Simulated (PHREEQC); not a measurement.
Dissolve 170 mmol/kgw NaHS at 75 °C. Closed to the air; pH follows from the charge balance.

Computed with PHREEQC (ion-association model, phreeqc.dat).

This is a speciation only: nothing precipitates in the calculation.

### Question
Predict the pH.

### Answer
pH 8.76.

Away from 25 °C the constants follow the database's enthalpies or fits; those with neither stay at their 25 °C values.
